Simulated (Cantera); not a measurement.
An isothermal, constant-pressure homogeneous reactor starts with H2 : O2 = 0.05 : 1 (molar parts), at 1423 K and 0.975 Torr. Integrator tolerance rtol = 1e-08.

Model: GRI-Mech 3.0 (53 species, 325 reactions), integrated in Cantera. Radical loss at walls, strong at low pressure, is not modelled. The temperature is held fixed by assumption; the heat of reaction is taken as removed at once.

### Question
What does this change do: pressure from 0.975 Torr to 27.0 Torr?

### Answer
```csv
quantity,before,after
x(H2) at 8.00 s,0.000394 (gas-phase equilibrium 8.91e-7),1.70e-7 (gas-phase equilibrium 1.69e-7)
x(O2) at 8.00 s,0.932 (gas-phase equilibrium 0.951),0.951 (gas-phase equilibrium 0.951)
x(HO2) at 8.00 s,1.30e-7 (gas-phase equilibrium 4.47e-8),1.03e-7 (gas-phase equilibrium 1.03e-7)
x(H2O) at 8.00 s,0.0448 (gas-phase equilibrium 0.0487),0.0487 (gas-phase equilibrium 0.0487)
x(H) at 8.00 s,0.00175 (gas-phase equilibrium 1.75e-7),1.46e-8 (gas-phase equilibrium 1.45e-8)
```

### Question
What does this change do: pressure from 0.975 Torr to 7.43 Torr?

### Answer
```tsv
quantity	before	after
x(H2) at 8.00 s	0.000394 (gas-phase equilibrium 8.91e-7)	1.42e-6 (gas-phase equilibrium 3.23e-7)
x(O2) at 8.00 s	0.932 (gas-phase equilibrium 0.951)	0.951 (gas-phase equilibrium 0.951)
x(HO2) at 8.00 s	1.30e-7 (gas-phase equilibrium 4.47e-8)	5.14e-8 (gas-phase equilibrium 7.43e-8)
x(H2O) at 8.00 s	0.0448 (gas-phase equilibrium 0.0487)	0.0486 (gas-phase equilibrium 0.0487)
x(H) at 8.00 s	0.00175 (gas-phase equilibrium 1.75e-7)	3.52e-7 (gas-phase equilibrium 3.82e-8)
```
